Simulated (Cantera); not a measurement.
Cantera run, input and output.

```python
import numpy as np
import cantera as ct

gas = ct.Solution("gri30.yaml")
gas.TPX = 575, 500000, {'CH4': 1, 'O2': 3.03, 'N2': 11.4}
flame = ct.FreeFlame(gas, width=0.013)
flame.set_refine_criteria(ratio=3, slope=0.08, curve=0.16)
flame.transport_model = "mixture-averaged"
flame.solve(loglevel=0, auto=True)
z, T = flame.grid, flame.T
thick = (T[-1] - T[0]) / np.gradient(T, z).max()
show = ['CH4', 'O2', 'O', 'HCO', 'C2H4', 'H']
print(f"laminar burning velocity  {flame.velocity[0] * 100:.3f} cm/s")
print(f"burnt temperature         {T[-1]:.1f} K")
print(f"thermal thickness         {thick * 1e3:.4f} mm")
print(f"grid points               {len(z)}")
z0 = z[flame.heat_release_rate.argmax()]
print(f"{'z/mm':>9s}{'T/K':>9s}{'u/(m/s)':>9s}" + "".join(f"{s:>11s}" for s in show))
rows = []
for k in (-3, -2, -1.5, -1, -0.5, -0.25, 0, 0.25, 0.5, 1, 2, 4, 8):
    zz = z0 + k * thick
    rows.append([k * thick, np.interp(zz, z, T), np.interp(zz, z, flame.velocity),
                 *(np.interp(zz, z, flame.X[gas.species_index(s)]) for s in show)])
    print(f"{rows[-1][0] * 1e3:9.3f}{rows[-1][1]:9.1f}{rows[-1][2]:9.3f}" + "".join(f"{x:11.3e}" for x in rows[-1][3:]))
```

Output:

```
laminar burning velocity  33.103 cm/s
burnt temperature         1980.2 K
thermal thickness         0.1636 mm
grid points               136
     z/mm      T/K  u/(m/s)        CH4         O2          O        HCO       C2H4          H
   -0.491    577.5    0.333  6.460e-02  1.961e-01  8.761e-15  2.845e-16  2.687e-07  3.543e-14
   -0.327    587.2    0.338  6.393e-02  1.953e-01  5.599e-13  2.914e-14  1.753e-06  1.191e-12
   -0.245    615.2    0.355  6.219e-02  1.931e-01  1.449e-11  1.495e-12  7.699e-06  3.451e-11
   -0.164    715.4    0.414  5.632e-02  1.850e-01  1.097e-09  1.049e-10  3.741e-05  3.664e-09
   -0.082   1064.7    0.620  3.665e-02  1.537e-01  1.024e-06  6.286e-08  1.947e-04  2.782e-06
   -0.041   1381.3    0.807  1.898e-02  1.228e-01  2.336e-05  1.628e-06  3.294e-04  4.257e-05
    0.000   1698.3    0.992  3.342e-03  8.936e-02  3.722e-04  7.503e-06  1.302e-04  3.440e-04
    0.041   1836.4    1.068  1.020e-04  7.426e-02  1.114e-03  9.723e-07  2.044e-06  4.715e-04
    0.082   1892.8    1.096  2.102e-06  7.019e-02  1.000e-03  2.575e-08  1.485e-08  3.233e-04
    0.164   1942.6    1.122  2.344e-09  6.790e-02  5.354e-04  4.916e-10  3.456e-12  1.200e-04
    0.327   1969.8    1.136  3.169e-13  6.714e-02  1.944e-04  2.947e-11  9.854e-17  2.550e-05
    0.654   1978.9    1.140  7.526e-15  6.702e-02  8.256e-05  2.408e-12  9.274e-22  6.704e-06
    1.309   1980.2    1.141  3.925e-15  6.701e-02  6.750e-05  1.154e-12  1.437e-23  4.854e-06
```

Detailed kinetics in Cantera: GRI-Mech 3.0 (53 species, 325 reactions). Burning velocities carry a grid error of a few per cent, more on coarse grids.
